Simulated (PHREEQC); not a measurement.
Make-up at 35 °C: 0.041 mol/kgw CuCl2, 0.00022 mol/kgw H2SO4 and 0.27 mol/kgw NaCl. Closed to the air; pH follows from the charge balance.

All values are PHREEQC results (ion-association model, phreeqc.dat), not measurements.

This is a speciation only: nothing precipitates in the calculation.

**Question.** Order these Cu species by the share of Cu that they hold, largest first: Cu+2, CuCl2, CuSO4, CuCl+.

**Answer.** Cu+2 (70 %), CuCl+ (27 %), CuCl2 (2.3 %), CuSO4 (0.11 %)

The pH is 3.47 and the ionic strength 0.368 mol/kgw.
